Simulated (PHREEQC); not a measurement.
Make-up at 25 °C: 0.15 mol/kgw Cu(NO3)2 and 0.066 mol/kgw HBF4. It is in equilibrium with CO2 at log p = 0 (atm). Otherwise closed; pH follows from the charge balance.

The numbers come from PHREEQC with the ion-association model, wateq4f.dat.

Each row changes one thing in this solution. This is a speciation only: nothing precipitates in the calculation.

```
case                                   pH  ionic strength (mol/kgw)  BF4- (mol/kgw)  HF (mol/kgw)  H3BO3 (mol/kgw)  BF3OH- (mol/kgw)  SI of CuF2:2H2O (CuF2:2H2O)  SI of Tenorite (CuO)
-----------------------------------  ----  ------------------------  --------------  ------------  ---------------  ----------------  ---------------------------  --------------------
as made                              1.31                     0.514          0.0616        0.0103          0.00224           0.00193                        -4.49                 -6.44
temperature from 25 to 50 °C         1.32                     0.513          0.0601    (withheld)          0.00341           0.00207                        -4.34                 -5.57
HBF4 from 0.066 to 0.0726 mol/kgw    1.27                     0.520      (withheld)        0.0107          0.00231        (withheld)                        -4.54            (withheld)
diluted 2-fold with water            1.60                     0.256          0.0297       0.00838          0.00192           0.00122                        -4.34                 -6.06
Cu(NO3)2 from 0.15 to 0.165 mol/kgw  1.31                (withheld)          0.0616        0.0102          0.00220           0.00194                        -4.46                 -6.40
```

Some entries are withheld; supply them.


- temperature from 25 to 50 °C, HF (mol/kgw): 0.0155
- HBF4 from 0.066 to 0.0726 mol/kgw, BF4- (mol/kgw): 0.0680
- HBF4 from 0.066 to 0.0726 mol/kgw, BF3OH- (mol/kgw): 0.00205
- HBF4 from 0.066 to 0.0726 mol/kgw, SI of Tenorite (CuO): -6.52
- Cu(NO3)2 from 0.15 to 0.165 mol/kgw, ionic strength (mol/kgw): 0.559

Constants without temperature data keep their 25 °C values here. Real BF4- forms and hydrolyses slowly; the run takes it at equilibrium.
